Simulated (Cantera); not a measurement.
Charge: 1 mol SiCl4, a varied amount of H2, equilibrated at 1498 K and 2.85 Torr.

These are equilibrium values from Cantera (NASA tables, ideal gas, pure condensed phases), not measurements of a reactor. Candidate condensed phases: Si; 19 gas species. The numbers say what is thermodynamically allowed, not how fast it happens.

Question: Which condensed phases are stable at each of these points (n(H2) (mol)): 3.8, 5, 6.6, 8.7, 12, 15, 20, 27, 35, 47?

Answer: 
```
n(H2) (mol)  condensed phases  Si condensed (%)
-----------  ----------------  ----------------
3.8                  gas only               0.0
5                    gas only               0.0
6.6                  gas only               0.0
8.7                  gas only               0.0
12                   gas only               0.0
15                      Si(s)               2.9
20                      Si(s)              13.0
27                      Si(s)              23.5
35                      Si(s)              32.6
47                      Si(s)              42.5
```

From 3.8 mol H2 to 12 mol H2 nothing is condensed. From 15 mol H2 to 47 mol H2 the condensed part is Si(s).
